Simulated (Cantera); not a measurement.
Charge: 1 mol HgO, 5.4 mol N2, held at 1425 K and 17.0 Pa.

Method: chemical equilibrium by Gibbs-energy minimisation in Cantera with the NASA 1993 tables (ideal gas, pure condensed phases). Candidate condensed phases: Hg, HgO; 10 gas species. The numbers say what is thermodynamically allowed, not how fast it happens.

Problem. What is the equilibrium state?

Solution. 
| Property | Value |
|---|---|
| x(N2) | 0.782 |
| x(Hg) | 0.145 |
| x(O2) | 0.0722 |
| x(NO) | 0.000486 |
| x(O) | 2.86e-5 |
| gas amount | 6.900 mol |
| log10 activity of Hg(l) (absent) | -7.25 |
